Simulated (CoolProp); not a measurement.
Vapour-liquid equilibrium of n-decane (1) + n-dodecane (2) at 0.516 kPa; x and y are mole fractions of (1).

Values from CoolProp's multi-fluid Helmholtz-energy mixture model, Lemmon 2006 and Lemmon 2004; pair parameters Bell 2016.

```json
[
 {"x": "0.05", "bubble temperature, mixture model (K)": "343.0", "bubble temperature, Raoult's law (K)": "342.9", "y, mixture model": "0.240", "y, Raoult's law": "0.243"},
 {"x": "0.125", "bubble temperature, mixture model (K)": "338.1", "bubble temperature, Raoult's law (K)": "338.1", "y, mixture model": "0.477", "y, Raoult's law": "0.477"},
 {"x": "0.2", "bubble temperature, mixture model (K)": "334.1", "bubble temperature, Raoult's law (K)": "334.2", "y, mixture model": "0.627", "y, Raoult's law": "0.624"},
 {"x": "0.275", "bubble temperature, mixture model (K)": "330.8", "bubble temperature, Raoult's law (K)": "331.0", "y, mixture model": "0.727", "y, Raoult's law": "0.723"},
 {"x": "0.35", "bubble temperature, mixture model (K)": "328.0", "bubble temperature, Raoult's law (K)": "328.2", "y, mixture model": "0.796", "y, Raoult's law": "0.792"},
 {"x": "0.425", "bubble temperature, mixture model (K)": "325.5", "bubble temperature, Raoult's law (K)": "325.8", "y, mixture model": "0.847", "y, Raoult's law": "0.843"},
 {"x": "0.5", "bubble temperature, mixture model (K)": "323.4", "bubble temperature, Raoult's law (K)": "323.7", "y, mixture model": "0.884", "y, Raoult's law": "0.881"},
 {"x": "0.575", "bubble temperature, mixture model (K)": "321.6", "bubble temperature, Raoult's law (K)": "321.9", "y, mixture model": "0.913", "y, Raoult's law": "0.911"},
 {"x": "0.65", "bubble temperature, mixture model (K)": "320.0", "bubble temperature, Raoult's law (K)": "320.2", "y, mixture model": "0.935", "y, Raoult's law": "0.935"},
 {"x": "0.725", "bubble temperature, mixture model (K)": "318.5", "bubble temperature, Raoult's law (K)": "318.7", "y, mixture model": "0.954", "y, Raoult's law": "0.954"},
 {"x": "0.8", "bubble temperature, mixture model (K)": "317.2", "bubble temperature, Raoult's law (K)": "317.3", "y, mixture model": "0.969", "y, Raoult's law": "0.970"},
 {"x": "0.875", "bubble temperature, mixture model (K)": "316.0", "bubble temperature, Raoult's law (K)": "316.0", "y, mixture model": "0.982", "y, Raoult's law": "0.983"},
 {"x": "0.95", "bubble temperature, mixture model (K)": "314.8", "bubble temperature, Raoult's law (K)": "314.8", "y, mixture model": "0.993", "y, Raoult's law": "0.994"}
]
```

The largest gap from Raoult's law is -0.3 K in bubble temperature, at x = 0.5. No azeotrope shows between x = 0.05 and 0.95.

The pair parameters rest on a limited set of measurements; away from them the model extrapolates.
